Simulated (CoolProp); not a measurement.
Vapour-liquid equilibrium of ethanol (1) + dimethyl carbonate (2) at 410.5 K; x and y are mole fractions of (1).

Model: multi-fluid Helmholtz-energy mixture model, Schroeder 2014 and Zhou 2011; pair parameters Bell 2016, in CoolProp.

Question: Give the bubble pressure and the first vapour's composition at x = 0.05, 0.2, 0.5. Is there an azeotrope?

Answer: x = 0.05: 427.1 kPa, y = 0.158; x = 0.2: 548.6 kPa, y = 0.417; x = 0.5: 676.1 kPa, y = 0.643. y crosses x between x = 0.8 and 0.95: the model has an azeotrope there.

Pair parameters are fitted to limited data, so mixtures are less certain than the pure fluids.
